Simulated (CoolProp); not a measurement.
Computed with CoolProp (reference Helmholtz-energy equation of state, Wagner 2002).

For water, give the phase and the Z, cp (kJ/(kg K)), cv (kJ/(kg K)), viscosity (µPa s) at 726.85 °C and 29.1 MPa; 726.85 °C and 55.2 MPa.


- 726.85 °C and 29.1 MPa: supercritical; Z 0.925, cp 2.77, cv 1.99, viscosity 39.7
- 726.85 °C and 55.2 MPa: supercritical; Z 0.867, cp 3.28, cv 2.13, viscosity 42.9

Viscosity comes from a separate model (Huber 2009).
